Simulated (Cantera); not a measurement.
Charge: 1 mol BN, 130 mol H₂, 0.62 mol N₂, held at 1475 °C and 33000 Pa.

These are equilibrium values from Cantera (NASA tables, ideal gas, pure condensed phases), not measurements of a reactor. Candidate condensed phases: B, BN; 15 gas species. Rates play no part.

Base state: H₂ 0.995, N₂ 0.00475, H 0.000397 (mole fractions); condensed: BN(s).

Q: What changes in the equilibrium state with this change: BN replaced by Si₃N₄?

A: 
```csv
species,before,after
H₂,0.995,0.988
N₂,0.00475,0.0112
H,0.000397,0.000396
SiH₂,0,2.03e-5
"BN(s), mol",1.000,0
"Si(l), mol",0,1.27
"Si₃N₄(s), mol",0,0.576
```
Mutual solubility and eutectic melting of coexisting phases are not modelled. Gases not in the tables: Si₂H₆ and higher silanes. Further candidate phases: Si, Si₃N₄.
